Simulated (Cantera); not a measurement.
A perfectly stirred reactor is fed with 3.85 % CH4, 13.7 % O2, 82.4 % N2, at 0.987 atm; it is adiabatic with a 748 K inlet, and is followed from long to short residence time, starting on the burning branch (τ in s: 0.27, 0.11, 0.043, 0.017, 0.0068, 0.0027, 0.0011, 0.00044, 0.00017, 7e-05, 2.8e-05, 1.1e-05, 4.5e-06).

Cantera simulation using GRI-Mech 3.0 (53 species, 325 reactions); the numbers are that mechanism's predictions, not measurements.

One state of this run: T (K) = 1613; x CH4 = 2.48e-5; x O2 = 0.0605; x NO2 = 1.14e-8; x H2O = 0.0764; x C2H6 = 1.29e-9. x: mole fraction; the columns are a selection and need not sum to one.

Task: Which value of τ (s) does it belong to?
A. 1.1e-5
B. 0.27
C. 0.11
D. 0.043

Result: D, 0.043
